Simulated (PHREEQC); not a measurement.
Consider water at 25 °C with 0.0046 mol/kgw HF, 9.2e-05 mol/kgw (CH3)4NF and 0.0009 mol/kgw H2SO4. Closed to the air; pH follows from the charge balance.

All values are PHREEQC results (ion-association model, phreeqc.dat), not measurements.

Problem. The ionic strength comes out as 0.00346 mol/kgw. What activity coefficients do HF2-, SO4-2, HSO4-, F-, H+ get?

Solution. HF2- 0.94, SO4-2 0.78, HSO4- 0.94, F- 0.94, H+ 0.94.

This is a speciation only: nothing precipitates in the calculation. Species that the database lacks are ignored. (CH3)4N+ isn't in the database: it is added as a free cation with an ion size of 4 Å.
